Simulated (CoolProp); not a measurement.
n-perfluorohexane along the isobar 101 kPa: density (kg/m³) from the reference equation and from simpler models built on Tc = 448.0 K, pc = 1742 kPa, ω = 0.497; each cubic takes its own stable root.

Computed with CoolProp (reference Helmholtz-energy equation of state, Gao 2022).

```tsv
T (K)	phase	reference	van der Waals	Soave-Redlich-Kwong
318.1	liquid	1617	13.44	1399
327.5	liquid	1587	13.02	1370
337	gas	12.93	12.62	12.89
346.4	gas	12.51	12.25	12.48
355.8	gas	12.11	11.90	12.10
365.2	gas	11.75	11.58	11.74
374.6	gas	11.41	11.27	11.40
384.1	gas	11.09	10.97	11.08
393.5	gas	10.79	10.69	10.78
402.9	gas	10.51	10.43	10.50
412.3	gas	10.24	10.18	10.24
421.7	gas	9.994	9.939	9.989
431.2	gas	9.754	9.709	9.749
440.6	gas	9.529	9.493	9.523
450	gas	9.314	9.286	9.308
```

At some of these states van der Waals gives the other phase, because its saturation line lies elsewhere.
